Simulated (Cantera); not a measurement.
## Hydrocarbon pyrolysis for carbon deposition

An isothermal, constant-pressure homogeneous reactor starts with 2.08 % CH4, 97.9 % H2, at 1925 K and 13300 Pa.

Cantera simulation using GRI-Mech 3.0 (53 species, 325 reactions); the numbers are that mechanism's predictions, not measurements. GRI-Mech 3.0 stops at C3 and has no aromatics, soot or wall deposition, so with more carbon than oxygen in the feed, carbon stays in small species such as C2H2 where larger ones or solid carbon would form.

```tsv
t (s)	x CH4	x H2	x C2H2	x C2H6	x CH2
2.00e-6	0.0208	0.979	<1e-12	<1e-12	3.05e-12
6.50e-6	0.0208	0.979	<1e-12	1.57e-11	3.59e-11
2.11e-5	0.0208	0.979	4.39e-12	3.90e-10	4.43e-10
6.86e-5	0.0208	0.979	5.56e-10	8.18e-9	5.16e-9
0.000223	0.0207	0.979	8.46e-8	1.12e-7	5.49e-8
0.000724	0.0203	0.978	1.24e-5	8.74e-7	4.96e-7
0.00235	0.0189	0.978	0.000453	2.39e-6	1.97e-6
0.00765	0.0149	0.979	0.00251	1.72e-6	1.97e-6
0.0248	0.00855	0.983	0.00577	5.89e-7	1.26e-6
0.0807	0.00348	0.985	0.00838	1.01e-7	5.62e-7
0.262	0.00118	0.987	0.00957	1.23e-8	2.00e-7
0.852	0.000448	0.987	0.00995	2.11e-9	7.73e-8
2.77	0.000320	0.987	0.0100	1.27e-9	5.53e-8
9.00	0.000317	0.987	0.0100	1.26e-9	5.49e-8
```
x: mole fraction; the columns are a selection and need not sum to one.

Equilibrium at this temperature and pressure: CH4 0.000318, H2 0.987, C2H2 0.0100, C2H6 1.26e-9, CH2 5.49e-8 (gas phase only).
